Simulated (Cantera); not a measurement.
A perfectly stirred reactor is fed with 37.0 % CH4, 63.0 % CO2, at 10.0 bar; it is held at 1925 K, and followed from long to short residence time.

Cantera simulation using GRI-Mech 3.0 (53 species, 325 reactions); the numbers are that mechanism's predictions, not measurements.

Problem. Predict: x(CH4) at τ = 25.0 s; x(CO2) at τ = 25.0 s; x(H2O) at τ = 25.0 s; x(C2H4) at τ = 25.0 s; x(C2H6) at τ = 25.0 s; x(CH4) at τ = 57.0 ms; x(CO2) at τ = 57.0 ms; x(H2O) at τ = 57.0 ms; x(C2H4) at τ = 57.0 ms; x(C2H6) at τ = 57.0 ms.

Solution. 
```
Property                   Value
----------------------  --------
x(CH4) at τ = 25.0 s    0.000209
x(CO2) at τ = 25.0 s      0.0418
x(H2O) at τ = 25.0 s       0.107
x(C2H4) at τ = 25.0 s    1.70e-7
x(C2H6) at τ = 25.0 s    1.24e-9
x(CH4) at τ = 57.0 ms     0.0139
x(CO2) at τ = 57.0 ms     0.0660
x(H2O) at τ = 57.0 ms      0.143
x(C2H4) at τ = 57.0 ms  0.000525
x(C2H6) at τ = 57.0 ms   6.23e-6
```
